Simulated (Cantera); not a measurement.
Charge: 1 mol C2H2, 0.062 mol NH3, 2.2 mol N2, at 2950 K and 60.0 Pa.

Cantera equilibrium calculation (NASA polynomials, part measured and part estimated; ideal gas, pure solids and liquids). Candidate condensed phases: C, C6H6, C7H8, C8H18; 92 gas species. Kinetics and transport are ignored.

Base state: N2 0.405, H 0.401, C3 0.0890, CN 0.0420, C 0.0346, C2 0.0135, HCN 0.00564, H2 0.00530 (mole fractions); condensed: gas only.

Task: What changes in the equilibrium state with this change: pressure from 60.0 Pa to 90.0 bar?

Result: 
```csv
species,before,after
N2,0.405,0.625
H2,0.00530,0.264
HCN,0.00564,0.0744
H,0.401,0.00731
C,0.0346,3.47e-7
C2,0.0135,2.03e-7
C3,0.0890,2.02e-6
CN,0.0420,0.000203
C2H2 (acetylene),0.000126,0.0142
HNC,0.00102,0.0135
CH4,<1e-9,0.000516
CH3,1.12e-9,0.000230
"C(graphite), mol",0,1.60
```
The ideal-gas law is rough above about 30 bar.
